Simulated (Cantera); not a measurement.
**PbO + CH4 + N2 (carbothermic reduction)**

Feed: 1 mol PbO, 0.41 mol CH4, 0.18 mol N2, at 750 Torr.

These are equilibrium values from Cantera (NASA tables, ideal gas, pure condensed phases), not measurements of a reactor. Candidate condensed phases: C, C6H6, C7H8, C8H18, H2O, Pb, PbO, PbO2, Pb3O4; 139 gas species. Gases not in the tables: (PbO)n polymers. The numbers say what is thermodynamically allowed, not how fast it happens.

```tsv
T (K)	x Pb	x H2O	x H2	x CO	x N2	x CO2	n Pb(l)
1723	0.159	0.283	0.206	0.176	0.107	0.0687	0.733
1773	0.226	0.262	0.188	0.164	0.0987	0.0613	0.586
1823	0.315	0.232	0.165	0.146	0.0872	0.0526	0.345
1873	0.412	0.200	0.141	0.127	0.0748	0.0437	0
1923	0.411	0.200	0.140	0.128	0.0747	0.0426	0
1973	0.411	0.201	0.139	0.129	0.0747	0.0415	0
2023	0.411	0.201	0.139	0.130	0.0747	0.0404	0
2073	0.410	0.202	0.138	0.131	0.0747	0.0394	0
2123	0.409	0.202	0.138	0.132	0.0747	0.0385	0
2173	0.409	0.202	0.137	0.132	0.0746	0.0376	0
2223	0.408	0.202	0.137	0.133	0.0746	0.0367	0
2273	0.407	0.201	0.137	0.134	0.0746	0.0358	0
2323	0.406	0.201	0.136	0.135	0.0745	0.0350	0
2373	0.404	0.200	0.136	0.135	0.0744	0.0342	0
```
x: gas mole fraction; n: condensed amount in mol.

From 1723 K to 1823 K the condensed part is Pb(l). From 1873 K to 2373 K nothing is condensed.
